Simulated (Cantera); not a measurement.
Feed: 1 mol Si(CH₃)₄, 0.52 mol C₂H₄, 12 mol H₂, 0.041 mol HF, held at 1.00 Torr.

Equilibrium computed with Cantera from the NASA thermochemical tables; the gas is ideal and each condensed phase is pure. Candidate condensed phases: C, C₆H₆, C₇H₈, C₈H₁₈, Si, SiC; 113 gas species. The tables' values for SiF, SiF₂ are old estimates; treat these amounts as uncertain. Equilibrium is a limit: real reactors are often held back by kinetics, nucleation or transport.

At 1675 °C, list the 4 most abundant gas species with their mole fractions, and the condensed phases.

H₂ 0.966, H 0.0304, HF 0.00206, Si 0.000784. Condensed: C(graphite) + SiC(s).
